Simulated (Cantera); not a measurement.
Charge: 1 mol AlCl₃, 0.9 mol N₂O, 1.5 mol N₂, held at 91000 Pa.

Cantera equilibrium calculation (NASA polynomials, part measured and part estimated; ideal gas, pure solids and liquids). Candidate condensed phases: Al, AlCl₃, AlN, Al₂O₃; 24 gas species. Kinetics and transport are ignored. All values below are at 1150 K.

Base state: N₂ 0.648, Cl₂ 0.242, AlCl₃ 0.108, Cl 0.00142, Al₂Cl₆ 0.000176 (mole fractions); condensed: Al₂O₃(s).

Task: What changes in the equilibrium state with this change: pressure from 91000 Pa to 470 Pa?

Result: 
| species | before | after |
|---|---|---|
| N₂ | 0.648 | 0.642 |
| Cl₂ | 0.242 | 0.231 |
| AlCl₃ | 0.108 | 0.107 |
| Cl | 0.00142 | 0.0192 |
| Al₂Cl₆ | 0.000176 | 8.98e-7 |
| Al₂O₃(s), mol | 0.300 | 0.300 |
